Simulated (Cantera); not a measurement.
Input: 1 mol (CH₃)₂SiCl₂, 0.2 mol HCl, 290 mol H₂, equilibrated at 3.90 mbar.

Equilibrium computed with Cantera from the NASA thermochemical tables; the gas is ideal and each condensed phase is pure. Candidate condensed phases: C, C₆H₆, C₇H₈, C₈H₁₈, Si, SiC; 109 gas species. The feed counts by its element totals alone. Rates play no part. All values below are at 1423 K.

Base state: H₂ 0.992, HCl 0.00748, H 0.000106, CH₄ 1.46e-5 (mole fractions); condensed: C(graphite) + SiC(s).

### Question
What changes in the equilibrium state with this change: (CH₃)₂SiCl₂ replaced by SiCl₄?

### Answer
```
species             before     after
----------------  --------  --------
H₂                   0.992     0.986
HCl                0.00748    0.0133
SiCl₂              9.00e-7  0.000539
CH₄                1.46e-5         0
H                 0.000106  0.000106
C(graphite), mol     0.994         0
SiC(s), mol          1.000         0
Si(s), mol               0     0.841
```
